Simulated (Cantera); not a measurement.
A Cantera script and its output.

```python
import numpy as np
import cantera as ct

gas = ct.Solution("gri30.yaml")
gas.TPX = 1225, 2900000, {'CH4': 1, 'H2': 1.3, 'O2': 5.1, 'N2': 19.2}
reactor = ct.IdealGasReactor(gas, energy="on", clone=False)
net = ct.ReactorNet([reactor])
net.rtol, net.atol = 1e-08, 1e-16
show = ['CH4', 'H2', 'O2', 'NO2', 'CH2O']
times = np.geomspace(3e-06, 0.4, 16)

steps = ct.SolutionArray(gas, extra=["t"])
rows = []
print(f"{'t/s':>10s}{'T/K':>9s}{'P/Pa':>11s}" + "".join(f"{s:>11s}" for s in show))
for t in times:
    while net.time < t:
        t_next = net.step()
        steps.append(gas.state, t=t_next)
    rows.append([np.interp(t, steps.t, y) for y in (steps.T, steps.P, *steps(*show).X.T)])
    print(f"{t:10.3e}{rows[-1][0]:9.1f}{rows[-1][1]:11.4g}" + "".join(f"{x:11.3e}" for x in rows[-1][2:]))
rate = np.gradient(steps.T, steps.t)
print("integrator steps:", len(steps.t))
if steps.T.max() > steps.T[0] + 200:
    print(f"time of steepest temperature rise: {steps.t[rate.argmax()]:.4e} s")
gas.TPX = 1225, 2900000, {'CH4': 1, 'H2': 1.3, 'O2': 5.1, 'N2': 19.2}
gas.equilibrate("UV")
print(f"equilibrium (UV): T = {gas.T:.1f} K  " + "  ".join(f"{s} {gas[s].X[0]:.3e}" for s in show))
```

Result:

```
       t/s      T/K       P/Pa        CH4         H2         O2        NO2       CH2O
 3.000e-06   1225.0    2.9e+06  3.759e-02  4.887e-02  1.917e-01  3.894e-22  3.428e-09
 6.588e-06   1225.0    2.9e+06  3.759e-02  4.887e-02  1.917e-01  6.925e-21  1.414e-08
 1.447e-05   1225.0    2.9e+06  3.759e-02  4.887e-02  1.917e-01  1.516e-19  6.250e-08
 3.178e-05   1225.0    2.9e+06  3.759e-02  4.886e-02  1.917e-01  6.993e-18  4.734e-07
 6.979e-05   1225.9  2.902e+06  3.757e-02  4.877e-02  1.916e-01  4.665e-15  1.895e-05
 1.533e-04   2594.1  6.008e+06  1.422e-14  4.846e-04  9.276e-02  7.974e-07  1.119e-11
 3.366e-04   2585.5  5.987e+06  5.255e-18  4.718e-04  9.104e-02  1.540e-05  1.045e-11
 7.392e-04   2572.9  5.957e+06  4.590e-18  4.536e-04  8.851e-02  3.665e-05  9.551e-12
 1.623e-03   2561.3   5.93e+06  4.037e-18  4.372e-04  8.618e-02  5.598e-05  8.789e-12
 3.565e-03   2556.8  5.919e+06  3.837e-18  4.310e-04  8.529e-02  6.341e-05  8.508e-12
 7.830e-03   2556.5  5.918e+06  3.822e-18  4.305e-04  8.522e-02  6.400e-05  8.486e-12
 1.720e-02   2556.5  5.918e+06  3.822e-18  4.305e-04  8.521e-02  6.400e-05  8.486e-12
 3.776e-02   2556.5  5.918e+06  3.822e-18  4.305e-04  8.521e-02  6.400e-05  8.486e-12
 8.293e-02   2556.5  5.918e+06  3.822e-18  4.305e-04  8.521e-02  6.400e-05  8.486e-12
 1.821e-01   2556.5  5.918e+06  3.822e-18  4.305e-04  8.521e-02  6.400e-05  8.486e-12
 4.000e-01   2556.5  5.918e+06  3.822e-18  4.305e-04  8.521e-02  6.400e-05  8.486e-12
integrator steps: 1976
time of steepest temperature rise: 1.4417e-04 s
equilibrium (UV): T = 2556.5 K  CH4 5.390e-18  H2 4.305e-04  O2 8.521e-02  NO2 6.400e-05  CH2O 8.486e-12
```

Cantera simulation using GRI-Mech 3.0 (53 species, 325 reactions); the numbers are that mechanism's predictions, not measurements. The pressure lies above the range GRI-Mech 3.0 was tuned for (to about 10 atm).
